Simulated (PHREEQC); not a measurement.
A PHREEQC input (ion-association model, wateq4f.dat):

```
SOLUTION 1
  temp 20
  units mg/L
  pH 6.52
  pe 11
  Na 0.0748
  K 0.0293
  Ca 0.0922
  Mg 0.0331
  Cl 0.178
  S(6) 0.0454 as SO4
  Alkalinity 0.346 as HCO3
  Li 9.55e-06
END
USE solution 1
EQUILIBRIUM_PHASES 1
  CO22(g) -2.5 10
END
```

It stops with these messages:

```
ERROR: Phase not found in database, CO22(g).
ERROR: Calculations terminating due to input errors.
```

The fault: the phase CO2(g) misspelt. The line should read `CO2(g)` where the input has `CO22(g)`. With the mend the run ends at pH 5.31 and ionic strength 2.05e-5 mol/kgw.
